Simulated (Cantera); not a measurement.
Cantera run:

```python
import numpy as np
import cantera as ct

gas_names = [...]  # 113 gases of nasa_gas.yaml made of C, Cu, H, O
cond_names = """
    C(gr) C6H6(L) C7H8(L) C8H18(L),n-octa Cu(cr) Cu(L) CuO(s) CuO2H2(s) Cu2O(s) Cu2O(L) H2O(s) H2O(L)
""".split()


# ... load() reads the species with a 1 bar reference pressure and builds the phases ...
atoms = {
    'Cu2O': {'Cu': 2, 'O': 1},
    'CO': {'C': 1, 'O': 1},
    'H2': {'H': 2},
    'CH4': {'C': 1, 'H': 4},
}
top_T = {'C(gr)': 4500, 'CuO(s)': 1390}  # K; cautious upper limits of use, not melting points


# ... equilibrate(T, P, feed) seeds the gas with the atoms and calls Mixture.equilibrate('TP', solver="vcs", rtol=1e-11, max_steps=5000) ...
results = []
feed = {'Cu2O': 1, 'CO': 8, 'H2': 3.2, 'CH4': 0.67}  # mol
T = 1075  # K
for P in [10, 52, 270, 1400, 7200, 37000, 190000, 1000000]:
    mix = equilibrate(T, P, feed)
    results.append((T, P, feed, dict(zip(mix.species_names, mix.species_moles))))

top = {s: max(r[3][s] / sum(r[3][g] for g in gas_names) for r in results) for s in gas_names}
cols = sorted((s for s in top if top[s] > 0.0001), key=lambda s: -top[s])[:7]
seen = [c for c in cond_names if any(r[3].get(c, 0) > 1e-12 for r in results)]
print("log10 of partial pressures in bar; condensed amounts in mol")
print(f"{'P/Pa':>10s}" + "".join(f"{s[:9]:>10s}" for s in cols + seen))
for T, P, feed, n in results:
    ng = sum(n[g] for g in gas_names)
    print(f"{P:10.4g}" + "".join(f"{np.log10(max(n[s] / ng * P / 1e5, 1e-99)):10.3f}" for s in cols)
          + "".join(f"{n.get(c, 0):10.4g}" for c in seen))
```

Output:

```
log10 of partial pressures in bar; condensed amounts in mol
      P/Pa        CO        H2       CO2       H2O       CH4     C(gr)    Cu(cr)
        10    -4.194    -4.474    -5.775    -6.087   -13.775         0         2
        52    -3.478    -3.758    -5.059    -5.371   -11.627         0         2
       270    -2.763    -3.043    -4.344    -4.655    -9.480         0         2
      1400    -2.048    -2.328    -3.629    -3.941    -7.336         0         2
      7200    -1.337    -1.617    -2.916    -3.228    -5.205         0         2
   3.7e+04    -0.629    -0.910    -2.124    -2.437    -3.166   0.04186         2
   1.9e+05     0.020    -0.217    -0.826    -1.095    -1.781     1.013         2
     1e+06     0.580     0.422     0.294     0.104    -0.502      2.59         2
```

Equilibrium computed with Cantera from the NASA thermochemical tables; the gas is ideal and each condensed phase is pure.
